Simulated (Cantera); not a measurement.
A closed system holds: 1 mol SiHCl₃, 0.011 mol C₂H₄, 13 mol H₂, held at 2273 K and 19000 Pa.

Cantera equilibrium calculation (NASA polynomials, part measured and part estimated; ideal gas, pure solids and liquids). Candidate condensed phases: C, C₆H₆, C₇H₈, C₈H₁₈, Si, SiC; 109 gas species. Mutual solubility and eutectic melting of coexisting phases are not modelled. The tables' values for SiCl, SiCl₃ are old estimates; treat these amounts as uncertain. Gases not in the tables: Si₂H₆ and higher silanes. Kinetics and transport are ignored.

Base state: H₂ 0.815, HCl 0.124, SiCl₂ 0.0340, H 0.0174, Si 0.00385, SiCl 0.00215, Cl 0.00191, SiH 0.000584 (mole fractions); condensed: Si(l) + SiC(s).

Q: What changes in the equilibrium state with this change: SiHCl₃ replaced by SiH₂Cl₂?

A: 
```csv
species,before,after
H₂,0.815,0.864
HCl,0.124,0.0924
H,0.0174,0.0179
SiCl₂,0.0340,0.0178
SiCl₃,0.000202,7.64e-5
Cl,0.00191,0.00138
SiCl,0.00215,0.00156
SiH₂,0.000338,0.000358
C₂H₂ (acetylene),5.44e-5,5.77e-5
"Si(l), mol",0.346,0.603
"SiC(s), mol",0.0156,0.0155
```
